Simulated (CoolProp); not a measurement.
The fluid at 384.87 K and 3.62 MPa flows at 0.79 m/s in a round tube of 20 mm bore and 0.25 µm roughness, fully developed (64/Re and Nu = 3.66 if laminar; Colebrook and Gnielinski if turbulent). The same conditions are run with several fluids, on thermodynamics alone (safety and materials aside).

The numbers come from the reference Helmholtz-energy equation of state of each fluid (R245fa: Akasaka 2015; n-butane: Bücker 2006; n-octane: Beckmüller 2019; m-xylene: Zhou 2012; benzene: Thol 2012) in CoolProp.

```
fluid     Reynolds number  Darcy friction factor  pressure drop (Pa/m)  heat-transfer coefficient (W/(m² K))  mass flow (kg/h)
--------  ---------------  ---------------------  --------------------  ------------------------------------  ----------------
R245fa             109000                 0.0178                   296                                  1640               956
n-butane            98500                 0.0181                   129                                  1540               409
n-octane            42600                 0.0217                   213                                  1360               563
m-xylene            45100                 0.0214                   263                                  1430               703
benzene             49900                 0.0209                   256                                  1540               699
```

Transport values come from each fluid's own correlations; those of R245fa are estimates that may be off by 10 % or more.
